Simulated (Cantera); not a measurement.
Premixed flame

A freely propagating, adiabatic, planar premixed flame of CH4 : CO : O2 : N2 : H2O = 1 : 0.55 : 1.75 : 4.9 : 0.42 (molar parts), unburnt at 448 K and 100.0 Torr; mixture-averaged transport, grid criteria slope 0.08 and curve 0.16, no radiation.

Detailed kinetics in Cantera: GRI-Mech 3.0 (53 species, 325 reactions). Burning velocities carry a grid error of a few per cent, more on coarse grids.

```csv
z (mm),T (K),u (m/s),x CH4,x CO,x O2,x HCO,x H2O2,x C2H2
-5.46,448,1.42,0.116,0.0638,0.203,<1e-8,<1e-8,<1e-8
-3.64,448,1.42,0.116,0.0636,0.202,<1e-8,7.76e-8,<1e-8
-2.73,451,1.44,0.115,0.0634,0.202,<1e-8,6.81e-7,4.02e-8
-1.82,500,1.61,0.111,0.0634,0.197,<1e-8,5.05e-6,1.82e-6
-0.909,937,3.10,0.0820,0.0746,0.164,1.94e-6,4.51e-6,5.46e-5
-0.455,1381,4.64,0.0453,0.0949,0.119,4.13e-5,2.90e-6,0.000194
0,1776,6.04,0.0126,0.116,0.0660,0.000119,1.03e-6,0.000386
0.455,1958,6.68,0.00157,0.118,0.0324,5.83e-5,2.05e-7,0.000170
0.909,2005,6.82,0.000112,0.109,0.0179,7.75e-6,5.68e-8,2.10e-5
1.82,2028,6.85,3.89e-7,0.0950,0.0103,9.08e-8,4.54e-8,1.20e-7
3.64,2045,6.87,<1e-8,0.0873,0.00841,4.94e-8,4.16e-8,<1e-8
7.28,2064,6.93,<1e-8,0.0860,0.00777,4.58e-8,3.82e-8,<1e-8
14.6,2095,7.01,<1e-8,0.0859,0.00701,4.07e-8,3.37e-8,<1e-8
```
x: mole fraction of selected species; z is measured from the peak of heat release.

```yaml
laminar_burning_velocity: 142 cm/s
thermal_thickness: 1.82 mm
peak x(HCO): 0.000120
peak x(H2O2): 5.95e-6
peak x(C2H2): 0.000386
grid_points: 157
```
